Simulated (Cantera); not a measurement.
Input: 1 mol Si, 0.052 mol CO2, 660 mol H2, 0.3 mol NH3, held at 1.20 bar.

Method: chemical equilibrium by Gibbs-energy minimisation in Cantera with the NASA 1993 tables (ideal gas, pure condensed phases). Candidate condensed phases: C, C6H6, C7H8, C8H18, H2O, Si, SiC, SiO2, Si2N2O, Si3N4; 151 gas species. Mutual solubility and eutectic melting of coexisting phases are not modelled. Gases not in the tables: Si2H6 and higher silanes. Kinetics and transport are ignored.

x: gas mole fraction; n: condensed amount in mol.

```tsv
T (°C)	x H2	x H	x N2	x SiO	x SiH2	n Si(s)	n SiC(s)	n Si2N2O(s)	n Si3N4(s)	n Si(l)
1150	1.000	6.06e-6	7.98e-6	1.00e-7	5.26e-7	0.694	0.0360	0.104	0.0204	0
1200	1.000	1.15e-5	2.30e-5	3.70e-7	1.05e-6	0.708	0.0367	0.104	0.0155	0
1250	1.000	2.11e-5	6.17e-5	1.25e-6	2.00e-6	0.744	0.0374	0.103	0.00296	0
1300	1.000	3.71e-5	7.74e-5	7.83e-6	3.67e-6	0.756	0.0378	0.0986	0	0
1350	1.000	6.31e-5	0.000109	3.83e-5	6.47e-6	0.777	0.0374	0.0776	0	0
1400	1.000	0.000104	0.000202	0.000127	1.10e-5	0.841	0.0347	0.0159	0	0
1450	0.999	0.000166	0.000226	0.000148	1.70e-5	0	?	0	0	0.857
1500	0.999	0.000260	0.000226	0.000144	2.47e-5	0	?	0	0	0.856
1550	0.999	0.000395	0.000225	0.000140	3.51e-5	0	?	0	0	0.854
1600	0.999	0.000589	0.000224	0.000135	4.90e-5	0	?	0	0	0.849
1650	0.999	0.000859	0.000223	0.000129	6.72e-5	0	?	0	0	0.840
1700	0.998	0.00123	0.000221	0.000123	9.07e-5	0	?	0	0	0.824
1750	0.998	0.00173	0.000220	0.000121	0.000121	0	?	0	0	0.783
```

What belongs in the gaps?


- 1450, n SiC(s): 0.0318
- 1500, n SiC(s): 0.0281
- 1550, n SiC(s): 0.0235
- 1600, n SiC(s): 0.0178
- 1650, n SiC(s): 0.0107
- 1700, n SiC(s): 0.00156
- 1750, n SiC(s): 0
